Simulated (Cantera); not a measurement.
Feed: 1 mol SiC, 0.0013 mol O₂, 330 mol N₂, 0.97 mol CO₂, held at 802 °C and 75.0 Torr.

These are equilibrium values from Cantera (NASA tables, ideal gas, pure condensed phases), not measurements of a reactor. Candidate condensed phases: C, Si, SiC, SiO₂, Si₂N₂O, Si₃N₄; 34 gas species. N₂ is the only nitrogen source here; it is nearly inert below about 1500 K, so the nitride shown seldom forms there in practice. Equilibrium is a limit: real reactors are often held back by kinetics, nucleation or transport.

What is the equilibrium state?

x(N₂): 0.996
x(CO): 0.00436
n(C(graphite)): 0.527 mol
n(Si₂N₂O(s)): 0.500 mol
gas amount: 330.9 mol
log10 activity of Si(s) (absent): -8.39
